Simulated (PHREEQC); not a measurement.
Consider water at 15 °C with 76 mmol/kgw HCl, 0.034 mmol/kgw LiCl and 1 mmol/kgw NiSO4. Closed to the air; pH follows from the charge balance.

Model: ion-association model, wateq4f.dat, run in PHREEQC.

| quantity | before | after |
|---|---|---|
| pH | 1.20 | 1.49 |
| HSO4- (mol/kgw) | 0.000714 | 0.000300 |
| SO4-2 (mol/kgw) | 0.000279 | 0.000196 |
| LiSO4- (mol/kgw) | 1.71e-8 | 7.30e-9 |

Name the change that produced these shifts.
A. HCl left out
B. LiCl from 3.4e-05 to 3.74e-05 mol/kgw
C. diluted 2-fold with water
D. NiSO4 replaced by Na2SO4 at the same molality

C, diluted 2-fold with water

This is a speciation only: nothing precipitates in the calculation.
